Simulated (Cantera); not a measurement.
A perfectly stirred reactor is fed with N2O : N2 = 1 : 0.13 (molar parts), at 21000 Pa; it is held at 1100 K, and followed from long to short residence time.

Detailed kinetics in Cantera: GRI-Mech 3.0 (53 species, 325 reactions). GRI-Mech 3.0 was tuned for natural gas; its chemistry of N2O as a main component is partial and can be far from experiment. The mechanism lacks the step 2 NO + O2 → 2 NO2, which can matter for NO2 below about 1400 K. The temperature is held fixed by assumption; the heat of reaction is taken as removed at once.

```json
[
 {"quantity": "x(N2O) at τ = 27.0 s", "before": "0.550", "after": "0.602"},
 {"quantity": "x(NO2) at τ = 27.0 s", "before": "4.42e-5", "after": "2.89e-5"},
 {"quantity": "x(NO) at τ = 27.0 s", "before": "0.0153", "after": "0.0131"},
 {"quantity": "x(O2) at τ = 27.0 s", "before": "0.108", "after": "0.0916"},
 {"quantity": "x(N2) at τ = 27.0 s", "before": "0.326", "after": "0.294"},
 {"quantity": "x(N2O) at τ = 57.0 ms", "before": "0.884", "after": "0.884"},
 {"quantity": "x(NO2) at τ = 57.0 ms", "before": "2.50e-8", "after": "1.16e-8"},
 {"quantity": "x(NO) at τ = 57.0 ms", "before": "5.53e-5", "after": "4.23e-5"},
 {"quantity": "x(O2) at τ = 57.0 ms", "before": "0.000378", "after": "0.000289"},
 {"quantity": "x(N2) at τ = 57.0 ms", "before": "0.116", "after": "0.116"}
]
```

Problem. Which change was made?
A. pressure from 21000 Pa to 16000 Pa
B. pressure from 21000 Pa to 2670 Pa
C. temperature 1100 to 1450 K
D. temperature 1100 to 1500 K

Solution. A, pressure from 21000 Pa to 16000 Pa
